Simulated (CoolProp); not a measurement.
A single-stage vapour-compression cycle with trans-2-butene: evaporating at 268.15 K (dew point), condensing at 305.15 K (bubble point), superheat 8 K, subcooling 5 K, compressor efficiency 0.8, no pressure losses. Each further row changes one setting.

The numbers come from the reference Helmholtz-energy equation of state, Lemmon 2005 in CoolProp. It is a short technical equation, of lower accuracy than the large ones.

| case | cooling COP | pressure ratio | discharge temperature (K) | refrigerating effect (kJ/kg) | volumetric capacity (kJ/m³) |
|---|---|---|---|---|---|
| as stated | 5.26 | 3.61 | 322.9 | 350 | 712 |
| evaporating temperature 273.15 K | 6.30 | 2.96 | 321.1 | 357 | 871 |
| condensing temperature 300.15 K | 6.20 | 3.10 | 317.2 | 362 | 736 |
| subcooling 10 K | 5.43 | 3.61 | 322.9 | 362 | 735 |
| superheat 18 K | 5.28 | 3.61 | 333.2 | 366 | 714 |
| compressor efficiency 0.7 | 4.60 | 3.61 | 328.3 | 350 | 712 |
